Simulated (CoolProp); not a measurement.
Vapour-liquid equilibrium of propane (1) + R152A (2) at 30.75 °C; x and y are mole fractions of (1).

Computed with CoolProp (multi-fluid Helmholtz-energy mixture model, Lemmon 2009 and Outcalt 1996; pair parameters Bell 2016).

| x | bubble pressure, mixture model (MPa) | bubble pressure, Raoult's law (MPa) | y, mixture model | y, Raoult's law |
|---|---|---|---|---|
| 0.05 | 0.8040 | 0.7244 | 0.146 | 0.076 |
| 0.125 | 0.9247 | 0.7540 | 0.290 | 0.182 |
| 0.2 | 1.017 | 0.7836 | 0.385 | 0.281 |
| 0.275 | 1.087 | 0.8132 | 0.454 | 0.372 |
| 0.35 | 1.139 | 0.8427 | 0.508 | 0.456 |
| 0.425 | 1.177 | 0.8723 | 0.553 | 0.535 |
| 0.5 | 1.206 | 0.9019 | 0.593 | 0.609 |
| 0.575 | 1.225 | 0.9315 | 0.632 | 0.678 |
| 0.65 | 1.236 | 0.9610 | 0.671 | 0.743 |
| 0.725 | 1.237 | 0.9906 | 0.715 | 0.804 |
| 0.8 | 1.227 | 1.020 | 0.766 | 0.862 |
| 0.875 | 1.201 | 1.050 | 0.832 | 0.916 |
| 0.95 | 1.151 | 1.079 | 0.920 | 0.967 |

The largest gap from Raoult's law is +35.2 % in bubble pressure, at x = 0.35. y crosses x between x = 0.65 and 0.725: the model has an azeotrope there.

Pair parameters are fitted to limited data, so mixtures are less certain than the pure fluids.
